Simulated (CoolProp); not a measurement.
Saturation properties of R236FA (Tc = 398.1 K, pc = 3191 kPa, ω = 0.377).

Model: reference Helmholtz-energy equation of state, Pan 2012, in CoolProp.

| T (K) | p (kPa) | liquid density (kg/m³) | vapour density (kg/m³) | liquid viscosity (µPa s) | vapour viscosity (µPa s) |
|---|---|---|---|---|---|
| 289 | 198.1 | 1391 | 13.54 | 321 | 10.5 |
| 296 | 252.9 | 1367 | 17.14 | [?] | 10.8 |
| 303 | 318.8 | 1343 | 21.47 | 269 | 11.0 |
| 310 | 397.1 | 1318 | 26.64 | 247 | 11.3 |
| 317 | 489.2 | 1292 | [?] | 226 | 11.6 |
| 324.1 | 598.3 | 1265 | 40.23 | 207 | 11.8 |
| 331.1 | 723.0 | 1237 | 48.93 | 190 | [?] |
| 338.1 | 866.5 | 1207 | 59.25 | 174 | 12.5 |
| 345.1 | 1030 | 1175 | 71.54 | 159 | 12.8 |
| 352.1 | 1217 | 1141 | 86.25 | 144 | 13.3 |
| 359.1 | 1428 | 1104 | 104.0 | 131 | 13.8 |
| 366.2 | 1670 | [?] | 126.2 | [?] | 14.4 |
| 373.2 | 1938 | 1016 | [?] | 104 | 15.3 |

Problem. Fill in the missing entries.

Solution. 
- 296, liquid viscosity (µPa s): 294
- 317, vapour density (kg/m³): 32.80
- 331.1, vapour viscosity (µPa s): 12.1
- 366.2, liquid density (kg/m³): 1062
- 366.2, liquid viscosity (µPa s): 117
- 373.2, vapour density (kg/m³): 153.8

It boils at 271.7 K under 1 atm.

Viscosity comes from a separate model (Huber 2003), an estimate that may be off by 10 % or more.
